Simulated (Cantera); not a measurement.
Charge: 1 mol CCl4, 0.15 mol H2, equilibrated at 2677 °C and 0.0608 Torr.

Method: chemical equilibrium by Gibbs-energy minimisation in Cantera with the NASA 1993 tables (ideal gas, pure condensed phases). Candidate condensed phases: C, C6H6, C7H8, C8H18; 91 gas species. The tables' values for CCl are old estimates; treat these amounts as uncertain. Kinetics and transport are ignored.

Question: What is the equilibrium state?

Answer: 
```json
{
 "x(Cl)": "0.808",
 "x(C)": "0.0904",
 "x(H)": "0.0602",
 "x(C3)": "0.0289",
 "x(C2)": "0.0124",
 "x(HCl)": "0.000316",
 "x(C2H)": "2.84e-5",
 "x(C5)": "2.49e-5",
 "x(C4)": "1.98e-5",
 "gas_amount": "4.950 mol",
 "log10 activity of C(graphite) (absent)": "-0.63"
}
```
